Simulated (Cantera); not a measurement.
Cantera run, input and output.

```python
import numpy as np
import cantera as ct

gas = ct.Solution("gri30.yaml")


def delay(T, t_max=10):
    gas.TPX = T, 1000000, {'CH4': 1, 'O2': 2.22, 'N2': 11.8}
    reactor = ct.IdealGasReactor(gas, clone=False)
    net = ct.ReactorNet([reactor])
    net.rtol, net.atol = 1e-8, 1e-16
    while net.time < t_max:
        t_old, T_old = net.time, reactor.T
        net.step()
        if reactor.T > T + 400:  # ignition: a rise of 400 K
            return t_old + (T + 400 - T_old) / (reactor.T - T_old) * (net.time - t_old)
    return np.nan


taus = []
for T in [1100, 1200, 1300, 1400, 1500, 1600, 1700, 1800, 1900, 2000]:
    taus.append(delay(T))
    print(f"T0 = {T:6g} K   tau = {taus[-1]:.4e} s")
```

Output:

```
T0 =   1100 K   tau = 2.1869e-02 s
T0 =   1200 K   tau = 5.9197e-03 s
T0 =   1300 K   tau = 1.8367e-03 s
T0 =   1400 K   tau = 6.2800e-04 s
T0 =   1500 K   tau = 2.3224e-04 s
T0 =   1600 K   tau = 9.2431e-05 s
T0 =   1700 K   tau = 3.9925e-05 s
T0 =   1800 K   tau = 1.8905e-05 s
T0 =   1900 K   tau = 9.8208e-06 s
T0 =   2000 K   tau = 5.5495e-06 s
```

Cantera simulation using GRI-Mech 3.0 (53 species, 325 reactions); the numbers are that mechanism's predictions, not measurements.
